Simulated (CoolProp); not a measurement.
Vapour-liquid equilibrium of acetone (1) + p-xylene (2) at 391.5 K; x and y are mole fractions of (1).

Computed with CoolProp (multi-fluid Helmholtz-energy mixture model, Lemmon 2006 and Zhou 2012; pair parameters Bell 2016).

```tsv
x	bubble pressure (MPa)	y at the bubble point	dew pressure at overall composition x (MPa)	liquid density (mol/L)
0.05	(withheld)	0.444	0.06047	7.415
0.2	0.2050	(withheld)	0.07140	7.861
0.35	0.2845	0.840	0.08708	8.360
0.5	0.3521	0.889	0.1114	8.924
0.65	(withheld)	0.925	0.1537	9.568
0.8	(withheld)	0.957	0.2433	10.31
0.95	0.5558	0.989	(withheld)	11.18
```

Task: What belongs in the gaps?

Result: 
- 0.05, bubble pressure (MPa): 0.1008
- 0.2, y at the bubble point: 0.751
- 0.65, bubble pressure (MPa): 0.4161
- 0.8, bubble pressure (MPa): 0.4826
- 0.95, dew pressure at overall composition x (MPa): 0.4676

No azeotrope shows between x = 0.05 and 0.95.

The pair parameters rest on a limited set of measurements; away from them the model extrapolates.
